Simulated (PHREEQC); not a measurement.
Dissolve 0.093 mol/kgw HCl, 0.51 mol/kgw FeSO4 and 0.038 mol/kgw MnSO4 at 25 °C. Closed to the air; pH follows from the charge balance.

All values are PHREEQC results (ion-association model, wateq4f.dat), not measurements.

```yaml
pH: 1.98
ionic_strength: 1.07 mol/kgw
activity_of_water: 0.984
total_alkalinity: -93.0 meq/kg
```

```
species  molality  activity   log γ
-------  --------  --------  ------
Fe+2        0.249    0.0502  -0.694
FeSO4       0.231     0.295   0.107
SO4-2       0.221    0.0330  -0.825
Cl-        0.0861    0.0513  -0.225
HSO4-      0.0539    0.0333  -0.209
FeHSO4+    0.0251    0.0201  -0.096
```

Precipitation was switched off in this run. The ionic strength is past about 0.7 mol/kgw, beyond the range of this activity model, so the values are rough.
